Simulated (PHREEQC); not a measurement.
A solution holds 0.12 mol NaH2PO4 per kg of water, at 25 °C. Closed to the air; pH follows from the charge balance.

All values are PHREEQC results (ion-association model, phreeqc.dat), not measurements.

No solid was allowed to form.

Q: What pH does the model give?

A: pH 4.46.

Complexes and solids missing from the database can't appear.
